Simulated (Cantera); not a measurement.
Cantera run:

```python
import numpy as np
import cantera as ct

gas_names = """
    Cu CuF CuF2 CuO Cu2 F FO FO2 F2 F2O H HF HOF HO2 H2 H2F2 H2O H2O2 H3F3 H4F4 H5F5 H6F6 H7F7 O OH O2
    O3
""".split()
cond_names = """
    Cu(cr) Cu(L) CuF2(s) CuF2(L) CuO(s) CuO2H2(s) Cu2O(s) Cu2O(L) H2O(s) H2O(L)
""".split()


def load(file, names, dense=False):
    # The tables refer to 1 bar. Condensed volumes are neglected.
    table = {s.name: s for s in ct.Species.list_from_file(file)}
    out = []
    for n in names:
        d = dict(table[n].input_data)
        d["thermo"] = dict(d["thermo"], **{"reference-pressure": 1e5})
        if dense:
            d["equation-of-state"] = {"model": "constant-volume", "density": "1e6 g/cm^3"}
        out.append(ct.Species.from_dict(d))
    return out


gas = ct.Solution(thermo="ideal-gas", species=load("nasa_gas.yaml", gas_names))
cond = {s.name: ct.Solution(thermo="fixed-stoichiometry", species=[s], name=s.name)
        for s in load("nasa_condensed.yaml", cond_names, dense=True)}
atoms = {
    'CuO': {'Cu': 1, 'O': 1},
    'F2': {'F': 2},
    'H2': {'H': 2},
}
top_T = {'CuO(s)': 1390}  # K; cautious upper limits of use, not melting points


def equilibrate(T, P, feed):
    n = {}
    for name, mol in feed.items():
        for a, k in atoms[name].items():
            n[a] = n.get(a, 0.0) + k * mol
    gas.TPX = T, P, n
    mass = sum(n.values()) * gas.mean_molecular_weight
    gas.equilibrate("TP")
    valid = [c for c in cond.values() if c.min_temp <= T <= top_T.get(c.name, c.max_temp)]
    mix = ct.Mixture([(gas, mass / gas.mean_molecular_weight)] + [(c, 0.0) for c in valid])
    mix.T, mix.P = T, P
    mix.equilibrate("TP", solver="vcs", rtol=1e-11, max_steps=5000)
    return mix


results = []
feed = {'CuO': 1, 'F2': 1.8, 'H2': 0.4}  # mol
P = 13332.2  # Pa
for T in [700, 900, 1100, 1300, 1500, 1700, 1900]:
    mix = equilibrate(T, P, feed)
    results.append((T, P, feed, dict(zip(mix.species_names, mix.species_moles))))

top = {s: max(r[3][s] / sum(r[3][g] for g in gas_names) for r in results) for s in gas_names}
cols = sorted((s for s in top if top[s] > 1e-05), key=lambda s: -top[s])[:9]
seen = [c for c in cond_names if any(r[3].get(c, 0) > 1e-12 for r in results)]
print("log10 of partial pressures in bar; condensed amounts in mol")
print(f"{'T/K':>10s}" + "".join(f"{s[:9]:>10s}" for s in cols + seen))
for T, P, feed, n in results:
    ng = sum(n[g] for g in gas_names)
    print(f"{T:10.4g}" + "".join(f"{np.log10(max(n[s] / ng * P / 1e5, 1e-99)):10.3f}" for s in cols)
          + "".join(f"{n.get(c, 0):10.4g}" for c in seen))
```

Result:

```
log10 of partial pressures in bar; condensed amounts in mol
       T/K        HF         F      CuF2        O2        F2       CuF         O       FO2        FO   CuF2(s)   CuF2(L)
       700    -1.203    -3.594   -10.701    -1.407    -1.506   -25.753   -16.149    -5.565    -8.900         1         0
       900    -1.211    -2.262    -6.398    -1.416    -1.553   -17.211   -11.977    -5.379    -7.118         1         0
      1100    -1.252    -1.547    -3.728    -1.456    -1.861   -11.707    -9.331    -5.431    -6.139    0.9973         0
      1300    -1.303    -1.343    -2.318    -1.507    -2.664    -8.040    -7.506    -5.783    -5.766         0    0.9227
      1500    -1.463    -1.467    -1.366    -1.667    -3.805    -5.159    -6.226    -6.439    -5.830         0         0
      1700    -1.464    -1.463    -1.369    -1.668    -4.482    -3.783    -5.184    -6.721    -5.721         0         0
      1900    -1.469    -1.447    -1.392    -1.674    -4.994    -2.731    -4.362    -6.936    -5.625         0         0
```

These are equilibrium values from Cantera (NASA tables, ideal gas, pure condensed phases), not measurements of a reactor.
